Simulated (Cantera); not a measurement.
A perfectly stirred reactor is fed with H2 : O2 : N2 = 1.5 : 1 : 2 (molar parts), equivalence ratio 0.75, at 1.00 bar; it is held at 1050 K, and followed from long to short residence time.

Cantera simulation using GRI-Mech 3.0 (53 species, 325 reactions); the numbers are that mechanism's predictions, not measurements. The temperature is held fixed by assumption; the heat of reaction is taken as removed at once.

Question: What does this change do: pressure from 1.00 bar to 100.0 Torr?

Answer: 
```json
[
 {"quantity": "x(H2) at τ = 0.910 s", "before": "0.0150", "after": "0.00128"},
 {"quantity": "x(O2) at τ = 0.910 s", "before": "0.0736", "after": "0.0672"},
 {"quantity": "x(HO2) at τ = 0.910 s", "before": "6.73e-5", "after": "1.38e-5"},
 {"quantity": "x(H2O2) at τ = 0.910 s", "before": "9.24e-5", "after": "1.79e-6"},
 {"quantity": "x(NO2) at τ = 0.910 s", "before": "1.75e-9", "after": "2.59e-10"},
 {"quantity": "x(H2) at τ = 16.0 ms", "before": "0.137", "after": "0.0137"},
 {"quantity": "x(O2) at τ = 16.0 ms", "before": "0.130", "after": "0.0728"},
 {"quantity": "x(HO2) at τ = 16.0 ms", "before": "0.000209", "after": "2.59e-5"},
 {"quantity": "x(H2O2) at τ = 16.0 ms", "before": "0.000444", "after": "2.54e-6"},
 {"quantity": "x(NO2) at τ = 16.0 ms", "before": "1.99e-10", "after": "1.27e-10"}
]
```

Question: What does this change do: H2 1.5 to 0.39 parts?

Answer: 
```
quantity                  before     after
----------------------  --------  --------
x(H2) at τ = 0.910 s      0.0150   0.00216
x(O2) at τ = 0.910 s      0.0736     0.253
x(HO2) at τ = 0.910 s    6.73e-5   3.20e-5
x(H2O2) at τ = 0.910 s   9.24e-5   2.98e-5
x(NO2) at τ = 0.910 s    1.75e-9   4.57e-9
x(H2) at τ = 16.0 ms       0.137    0.0175
x(O2) at τ = 16.0 ms       0.130     0.258
x(HO2) at τ = 16.0 ms   0.000209  0.000142
x(H2O2) at τ = 16.0 ms  0.000444  0.000202
x(NO2) at τ = 16.0 ms   1.99e-10  5.93e-10
```
